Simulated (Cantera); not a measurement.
Mixture: CH4 : C2H6 : C3H8 : O2 : N2 = 1 : 0.15 : 0.033 : 4.01 : 10 (molar parts), equivalence ratio 0.67, at 10.0 bar, adiabatic and at constant pressure. Ignition delay is the time to a rise of 400 K.

Detailed kinetics in Cantera: GRI-Mech 3.0 (53 species, 325 reactions).

Task: What does this change do: pressure from 10.0 bar to 8.70 bar?

Result: 
```tsv
quantity	before	after
delay at 1300 K	0.189 ms	0.205 ms
delay at 1450 K	41.6 µs	45.3 µs
delay at 1600 K	12.5 µs	13.7 µs
delay at 1750 K	4.80 µs	5.27 µs
apparent activation energy between 1675 and 1825 K	140 kJ/mol	140 kJ/mol
```

Task: What does this change do: N2 10 to 26 parts?

Result: 
| quantity | before | after |
|---|---|---|
| delay at 1300 K | 0.189 ms | 0.327 ms |
| delay at 1450 K | 41.6 µs | 77.8 µs |
| delay at 1600 K | 12.5 µs | 23.8 µs |
| delay at 1750 K | 4.80 µs | 9.04 µs |
| apparent activation energy between 1675 and 1825 K | 140 kJ/mol | 150 kJ/mol |
